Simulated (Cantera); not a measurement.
A perfectly stirred reactor is fed with H2 : O2 : N2 = 1 : 0.455 : 1.71 (molar parts), at 2.80 bar; it is adiabatic with a 600 K inlet, and is followed from long to short residence time, starting on the burning branch (τ in s: 0.094, 0.035, 0.013, 0.0048, 0.0018, 0.00066, 0.00024, 9.1e-05, 3.4e-05).

Computed with Cantera and the H2/O2 subset of GRI-Mech 3.0, which has no nitrogen chemistry. The hydrogen kinetics of GRI-Mech 3.0 are dated; newer H2 mechanisms differ, most at raised pressure.

x: mole fraction; the columns are a selection and need not sum to one.

| τ (s) | T (K) | x H2 | x O2 | x H | x OH | x O |
|---|---|---|---|---|---|---|
| 0.094 | 2594 | 0.0396 | 0.00207 | 0.00455 | 0.00843 | 0.000627 |
| 0.035 | 2592 | 0.0397 | 0.00212 | 0.00463 | 0.00852 | 0.000642 |
| 0.013 | 2588 | 0.0401 | 0.00226 | 0.00482 | 0.00874 | 0.000682 |
| 0.0048 | 2576 | 0.0408 | 0.00260 | 0.00531 | 0.00928 | … |
| 0.0018 | 2550 | 0.0425 | 0.00335 | 0.00642 | 0.0104 | … |
| 0.00066 | 2499 | 0.0457 | 0.00486 | 0.00883 | 0.0123 | … |
| 0.00024 | 2410 | 0.0506 | 0.00742 | 0.0135 | 0.0148 | … |
| 9.1e-5 | 2283 | 0.0563 | 0.0110 | 0.0212 | 0.0169 | … |
| 3.4e-5 | 2115 | 0.0623 | 0.0157 | 0.0329 | 0.0176 | … |

**Question.** Some entries are withheld; supply them.

**Answer.** 
- 0.0048, x O: 0.000785
- 0.0018, x O: 0.00103
- 0.00066, x O: 0.00158
- 0.00024, x O: 0.00268
- 9.1e-5, x O: 0.00447
- 3.4e-5, x O: 0.00695
